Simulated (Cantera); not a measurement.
Counterflow diffusion flame

A counterflow diffusion flame at 1.00 bar, nozzles 20 mm apart: fuel side 56.2 % CH4, 43.8 % CO at 325 K, oxidiser side 20.0 % O2, 80.0 % N2 at 373 K, fuel mass flux 0.96 times the oxidiser's; mixture-averaged transport, no radiation.

Cantera simulation using GRI-Mech 3.0 (53 species, 325 reactions); the numbers are that mechanism's predictions, not measurements. GRI-Mech 3.0 has no aromatics or soot, which form on the fuel side of real flames. The maximum strain rate includes the flame's own expansion and is several times the mean.

| oxidiser flux (kg/m²/s) | max strain (1/s) | mean strain (1/s) | T max (K) | peak x OH | peak x H | peak x NO | peak x CO | peak x C2H2 |
|---|---|---|---|---|---|---|---|---|
| 0.25 | 149 | 28.7 | 2027 | 0.00606 | 0.00344 | 0.000198 | 0.438 | 0.00759 |
| 0.31 | 179 | 35.6 | 2017 | 0.00605 | 0.00356 | 0.000187 | 0.438 | 0.00723 |
| 0.37 | 210 | 42.5 | 2009 | 0.00602 | 0.00367 | 0.000178 | 0.438 | 0.00698 |
| 0.46 | 255 | 52.8 | 1998 | 0.00598 | 0.00378 | 0.000166 | 0.438 | 0.00666 |
| 0.56 | 305 | 64.3 | 1989 | 0.00594 | 0.00389 | 0.000154 | 0.438 | 0.00642 |
| 0.68 | 365 | 78.0 | 1980 | 0.00590 | 0.00399 | 0.000143 | 0.438 | 0.00618 |
| 0.84 | 445 | 96.4 | 1967 | 0.00581 | 0.00408 | 0.000128 | 0.438 | 0.00585 |
| 1 | 523 | 115 | 1957 | 0.00572 | 0.00415 | 0.000116 | 0.438 | 0.00559 |
| 1.3 | 668 | 149 | 1939 | 0.00553 | 0.00422 | 9.68e-5 | 0.438 | 0.00513 |
| 1.5 | 764 | 172 | 1927 | 0.00540 | 0.00422 | 8.57e-5 | 0.438 | 0.00482 |
x: mole fraction; the columns are a selection and need not sum to one.
